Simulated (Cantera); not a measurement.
Charge: 1 mol SiH2Cl2, 0.13 mol H2O, 0.1 mol H2, equilibrated at 602 °C and 32.3 Torr.

Cantera equilibrium calculation (NASA polynomials, part measured and part estimated; ideal gas, pure solids and liquids). Candidate condensed phases: H2O, Si, SiO2; 30 gas species. The tables' values for SiCl3 are old estimates; treat these amounts as uncertain. Rates play no part.

Base state: H2 0.690, SiCl4 0.254, SiHCl3 0.0464, HCl 0.00826, SiH2Cl2 0.000775, SiCl3 0.000744, SiCl2 0.000126 (mole fractions); condensed: Si(s) + SiO2(β-quartz).

**Question.** What changes in the equilibrium state with this change: temperature from 602 °C to 1777 °C?

**Answer.** 
| species | before | after |
|---|---|---|
| H2 | 0.690 | 0.400 |
| SiCl2 | 0.000126 | 0.297 |
| HCl | 0.00826 | 0.229 |
| SiCl4 | 0.254 | 6.70e-5 |
| SiO | <1e-9 | 0.0547 |
| SiHCl3 | 0.0464 | 5.02e-5 |
| H | <1e-9 | 0.00692 |
| SiCl | <1e-9 | 0.00317 |
| Cl | <1e-9 | 0.00293 |
| Si(s), mol | 0.418 | 0 |
| SiO2(β-quartz), mol | 0.0650 | 0 |
| Si(l), mol | 0 | 0.142 |
The tables' values for SiCl3, SiCl are old estimates; treat these amounts as uncertain. Gases not in the tables: Si2H6 and higher silanes.

**Question.** What changes in the equilibrium state with this change: SiH2Cl2 replaced by SiCl4?

**Answer.** 
```tsv
species	before	after
SiCl4	0.254	0.721
HCl	0.00826	0.201
H2	0.690	0.0766
SiHCl3	0.0464	0.000600
SiH2Cl2	0.000775	4.57e-8
SiCl2	0.000126	6.69e-8
SiCl3	0.000744	2.89e-5
Si(s), mol	0.418	0
SiO2(β-quartz), mol	0.0650	0.0650
```
